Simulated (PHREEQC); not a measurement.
Acid mine or pickling water

A made-up water analysis in mg/kgw, 25 °C, pH 1.82, pe 9.1:

```csv
constituent,mg/kgw
Na,53
K,49.5
Ca,247
Mg,15.4
Cl,172
S(6) as SO4,2120
O(0) (dissolved oxygen),2.59
Zn,0.734
P as PO4,1.92
Si as SiO2,31.2
```

Valence states are taken as typed.

The numbers come from PHREEQC with the ion-association model, wateq4f.dat.

```
Property                       Value
--------------------  --------------
ionic strength        0.0479 mol/kgw
total alkalinity        -26.8 meq/kg
charge-balance error          -7.6 %
```

```
species  molality  activity   log γ
-------  --------  --------  ------
H+         0.0177    0.0151  -0.068
SO4-2      0.0107   0.00500  -0.330
HSO4-     0.00893   0.00735  -0.084
Cl-       0.00485   0.00396  -0.088
Ca+2      0.00405   0.00193  -0.321
Na+       0.00225   0.00186  -0.083
CaSO4     0.00191   0.00193   0.005
K+        0.00122  0.000998  -0.088
H4SiO4   0.000519  0.000525   0.005
Mg+2     0.000404  0.000198  -0.310
MgSO4    0.000229  0.000232   0.005
CaHSO4+  0.000208  0.000171  -0.084
```

Precipitation was switched off in this run. Examples of supersaturated solids here: Quartz (slow to form), Chalcedony (slow to form). Others may be too. Complexes and solids missing from the database can't appear. H3PO4, which wateq4f.dat lacks, is added to it with the constant of phreeqc.dat. The database has no phosphate complexes of Zn.
